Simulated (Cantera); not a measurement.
Input: 1 mol S, 2.5 mol O2, held at 2150 K and 22.0 mbar.

Equilibrium computed with Cantera from the NASA thermochemical tables; the gas is ideal and each condensed phase is pure. Candidate condensed phases: S; 10 gas species. Rates play no part.

Base state: O2 0.592, SO2 0.396, O 0.0101, SO 0.00182, SO3 0.000172 (mole fractions); condensed: gas only.

### Question
What changes in the equilibrium state with this change: S replaced by NH3?

### Answer
```
species    before    after
-------  --------  -------
O2          0.592    0.448
H2O             0    0.378
N2              0    0.128
SO2         0.396        0
OH              0   0.0247
O          0.0101  0.00882
NO              0  0.00663
H2              0  0.00316
SO        0.00182        0
H               0  0.00160
SO3      0.000172        0
```
Further candidate phases: H2O.
